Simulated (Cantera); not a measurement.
A closed system holds: 1 mol TEOS, 4.4 mol NO, 1 mol H2O, equilibrated at 1325 K and 2.30 mbar.

These are equilibrium values from Cantera (NASA tables, ideal gas, pure condensed phases), not measurements of a reactor. Candidate condensed phases: C, C6H6, C7H8, C8H18, H2O, Si, SiC, SiO2, Si2N2O, Si3N4; 151 gas species. The feed counts by its element totals alone. Mutual solubility and eutectic melting of coexisting phases are not modelled. The tables hold silica as quartz up to 1696 K and as liquid above; real silica turns to tridymite and cristobalite and melts near 1996 K. Rates play no part.

Base state: H2 0.524, CO 0.381, N2 0.0952, SiO 7.79e-5, H 2.47e-5, H2O 1.59e-5, HCN 1.21e-5 (mole fractions); condensed: SiO2(β-quartz) + Si2N2O(s).

**Question.** What changes in the equilibrium state with this change: temperature from 1325 K to 1550 K?

**Answer.** 
```tsv
species	before	after
H2	0.524	0.504
CO	0.381	0.367
N2	0.0952	0.101
SiO	7.79e-5	0.0276
H	2.47e-5	0.000466
HCN	1.21e-5	3.13e-6
H2O	1.59e-5	5.51e-5
CO2	6.22e-6	1.43e-5
SiO2(β-quartz), mol	0.599	0.399
Si2N2O(s), mol	0.200	0
```
